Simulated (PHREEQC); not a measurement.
Consider water at 25 °C with 150 mmol/kgw Cu(NO3)2, 10 mmol/kgw HNO3 and 31 mmol/kgw NaCl. Closed to the air; pH follows from the charge balance.

Computed with PHREEQC (ion-association model, phreeqc.dat).

Each row changes one thing in this solution. This is a speciation only: nothing precipitates in the calculation.

```tsv
case	pH	ionic strength (mol/kgw)	Cl- (mol/kgw)	CuCl+ (mol/kgw)	CuCl2 (mol/kgw)	CuOH+ (mol/kgw)	SI of Halite (NaCl)
as made	2.12	0.485	0.0282	0.00281	1.61e-5	7.36e-8	-4.96
NaCl from 0.031 to 0.0465 mol/kgw	2.12	0.498	0.0423	0.00415	3.55e-5	7.26e-8	-4.61
0.042 mol/kgw Na2SO4 added	2.25	0.523	0.0286	0.00242	1.38e-5	8.53e-8	-4.40
diluted 5-fold with water	2.78	0.0978	0.00601	0.000193	3.61e-7	9.41e-8	-6.22
diluted 2-fold with water	2.40	0.244	0.0146	0.000895	3.27e-6	8.19e-8	-5.50
```
